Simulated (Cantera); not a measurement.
Mixture: 13.6 % CH4, 1.19 % C2H6, 16.4 % O2, 59.2 % N2, 9.62 % H2O, equivalence ratio 1.9, at 260000 Pa, adiabatic and at constant pressure. Ignition delay is the time to a rise of 400 K.

Cantera simulation using GRI-Mech 3.0 (53 species, 325 reactions); the numbers are that mechanism's predictions, not measurements.

Predict: delay at 1000 K; delay at 1200 K; delay at 1400 K; delay at 1600 K; apparent activation energy between 1500 and 1700 K.


```json
{
  "delay at 1000 K": "52.6 ms",
  "delay at 1200 K": "4.42 ms",
  "delay at 1400 K": "0.674 ms",
  "delay at 1600 K": "0.108 ms",
  "apparent activation energy between 1500 and 1700 K": "180 kJ/mol"
}
```
